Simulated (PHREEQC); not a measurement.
Make-up at 25 °C: 0.001 mol HCl and 0.013 mol MnSO4 per kg of water. Closed to the air; pH follows from the charge balance.

Equilibrium calculation in PHREEQC: ion-association model, phreeqc.dat.

No solid was allowed to form.

Question: Order these Mn species by the share of Mn that they hold, largest first: Mn+2, MnSO4, MnCl+.

Answer: Mn+2 (71 %), MnSO4 (29 %), MnCl+ (0.15 %)

The pH is 3.22 and the ionic strength 0.0373 mol/kgw. Complexes and solids missing from the database can't appear.
